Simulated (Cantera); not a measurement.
Input (Python, Cantera):

```python
import numpy as np
import cantera as ct

gas = ct.Solution("h2o2.yaml")
gas.TPX = 1323, 100000, {'H2': 1.3, 'O2': 1, 'N2': 6.6}
reactor = ct.IdealGasConstPressureReactor(gas, energy="off", clone=False)
net = ct.ReactorNet([reactor])
net.rtol, net.atol = 1e-08, 1e-18
show = ['H2', 'O2', 'O', 'H2O', 'HO2']
times = np.geomspace(0.0001, 3, 14)

steps = ct.SolutionArray(gas, extra=["t"])
rows = []
print(f"{'t/s':>10s}{'T/K':>9s}{'P/Pa':>11s}" + "".join(f"{s:>11s}" for s in show))
for t in times:
    while net.time < t:
        t_next = net.step()
        steps.append(gas.state, t=t_next)
    rows.append([np.interp(t, steps.t, y) for y in (steps.T, steps.P, *steps(*show).X.T)])
    print(f"{t:10.3e}{rows[-1][0]:9.1f}{rows[-1][1]:11.4g}" + "".join(f"{x:11.3e}" for x in rows[-1][2:]))
rate = np.gradient(steps.T, steps.t)
print("integrator steps:", len(steps.t))
if steps.T.max() > steps.T[0] + 200:
    print(f"time of steepest temperature rise: {steps.t[rate.argmax()]:.4e} s")
gas.TPX = 1323, 100000, {'H2': 1.3, 'O2': 1, 'N2': 6.6}
gas.equilibrate("TP")
print(f"equilibrium (TP): T = {gas.T:.1f} K  " + "  ".join(f"{s} {gas[s].X[0]:.3e}" for s in show))
```

It prints:

```
       t/s      T/K       P/Pa         H2         O2          O        H2O        HO2
 1.000e-04   1323.0      1e+05  5.999e-03  4.429e-02  2.741e-03  1.462e-01  3.364e-05
 2.210e-04   1323.0      1e+05  1.197e-03  4.256e-02  4.389e-04  1.555e-01  2.145e-05
 4.884e-04   1323.0      1e+05  2.219e-04  4.239e-02  7.297e-05  1.571e-01  7.809e-06
 1.079e-03   1323.0      1e+05  4.292e-05  4.239e-02  1.535e-05  1.574e-01  2.075e-06
 2.385e-03   1323.0      1e+05  9.454e-06  4.240e-02  4.152e-06  1.575e-01  5.669e-07
 5.272e-03   1323.0      1e+05  2.612e-06  4.241e-02  1.377e-06  1.575e-01  1.824e-07
 1.165e-02   1323.0      1e+05  9.031e-07  4.242e-02  5.278e-07  1.576e-01  7.003e-08
 2.575e-02   1323.0      1e+05  3.686e-07  4.242e-02  2.250e-07  1.576e-01  3.310e-08
 5.691e-02   1323.0      1e+05  1.787e-07  4.242e-02  1.083e-07  1.576e-01  2.109e-08
 1.258e-01   1323.0      1e+05  1.146e-07  4.242e-02  6.578e-08  1.576e-01  1.802e-08
 2.779e-01   1323.0      1e+05  1.006e-07  4.242e-02  5.574e-08  1.576e-01  1.757e-08
 6.142e-01   1323.0      1e+05  9.984e-08  4.242e-02  5.515e-08  1.576e-01  1.755e-08
 1.357e+00   1323.0      1e+05  9.984e-08  4.242e-02  5.515e-08  1.576e-01  1.755e-08
 3.000e+00   1323.0      1e+05  9.984e-08  4.242e-02  5.515e-08  1.576e-01  1.755e-08
integrator steps: 1638
equilibrium (TP): T = 1323.0 K  H2 9.984e-08  O2 4.242e-02  O 5.515e-08  H2O 1.576e-01  HO2 1.755e-08
```

Detailed kinetics in Cantera: the H2/O2 subset of GRI-Mech 3.0, which has no nitrogen chemistry. The temperature is held fixed by assumption; the heat of reaction is taken as removed at once.
